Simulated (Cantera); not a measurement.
A Cantera script and what it prints.

```python
import numpy as np
import cantera as ct

gas_names = [...]  # 77 gases of nasa_gas.yaml made of C, H, Ti
cond_names = """
    C(gr) C6H6(L) C7H8(L) C8H18(L),n-octa Ti(a) Ti(b) Ti(L) TiC(s) TiC(L)
""".split()


# ... load() reads the species with a 1 bar reference pressure and builds the phases ...
atoms = {
    'Ti': {'Ti': 1},
    'C3H8': {'C': 3, 'H': 8},
    'H2': {'H': 2},
}
top_T = {'C(gr)': 4500}  # K; cautious upper limits of use, not melting points


# ... equilibrate(T, P, feed) seeds the gas with the atoms and calls Mixture.equilibrate('TP', solver="vcs", rtol=1e-11, max_steps=5000) ...
results = []
feed = {'Ti': 1, 'C3H8': 0.17, 'H2': 1.1}  # mol
T = 2023  # K
P = 11  # Pa
mix = equilibrate(T, P, feed)
results.append((T, P, feed, dict(zip(mix.species_names, mix.species_moles))))
x = sorted(zip(gas.X, gas.species_names), reverse=True)
print(f"T = {T:g} K  P = {P:g} Pa  gas = {mix.phase_moles(0):.4g} mol")
print("   x: " + "  ".join(f"{s} {v:.3e}" for v, s in x if v > 1e-06))
print("   condensed (mol): " + ("  ".join(f"{mix.phase(i).name} {mix.phase_moles(i):.4g}"
      for i in range(1, mix.n_phases) if mix.phase_moles(i) > 1e-12) or "none"))
```

Output:

```
T = 2023 K  P = 11 Pa  gas = 2.222 mol
   x: H2 7.241e-01  H 1.541e-01  Ti 1.218e-01
   condensed (mol): Ti(L) 0.2194  TiC(s) 0.51
```

Equilibrium computed with Cantera from the NASA thermochemical tables; the gas is ideal and each condensed phase is pure. Mutual solubility and eutectic melting of coexisting phases are not modelled. TiC: taken at fixed stoichiometry. Condensed phases not in the tables: N, O or C dissolved in the metal.
